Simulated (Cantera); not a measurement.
An isothermal, constant-pressure homogeneous reactor starts with 8.11 % H₂, 5.41 % O₂, 86.5 % N₂, at 823 K and 0.138 atm.

Detailed kinetics in Cantera: GRI-Mech 3.0 (53 species, 325 reactions). Radical loss at walls, strong at low pressure, is not modelled. Below about 950 K walls govern HO2 and H2O2 in real vessels. The temperature is held fixed by assumption; the heat of reaction is taken as removed at once.

x: mole fraction; the columns are a selection and need not sum to one.

```tsv
t (s)	x H₂	x O₂	x H₂O₂	x NO	x NO₂
2.00e-6	0.0811	0.0541	<1e-12	<1e-12	<1e-12
7.63e-6	0.0811	0.0541	<1e-12	<1e-12	<1e-12
2.91e-5	0.0811	0.0541	<1e-12	<1e-12	<1e-12
0.000111	0.0811	0.0541	<1e-12	<1e-12	<1e-12
0.000424	0.0811	0.0541	<1e-12	<1e-12	<1e-12
0.00162	0.0811	0.0541	<1e-12	<1e-12	<1e-12
0.00618	0.0811	0.0541	<1e-12	<1e-12	<1e-12
0.0236	0.0811	0.0541	2.30e-10	<1e-12	<1e-12
0.0900	0.00651	0.0173	1.53e-7	[?]	1.39e-10
0.343	0.00382	0.0160	1.93e-6	[?]	5.95e-9
1.31	0.00374	0.0159	6.03e-6	[?]	3.50e-8
5.00	0.00354	0.0158	1.48e-5	[?]	2.73e-8
```

**Question.** Some entries are withheld; supply them.

**Answer.** 
- 0.0900, x NO: 5.04e-8
- 0.343, x NO: 4.47e-8
- 1.31, x NO: 1.56e-8
- 5.00, x NO: 2.34e-8
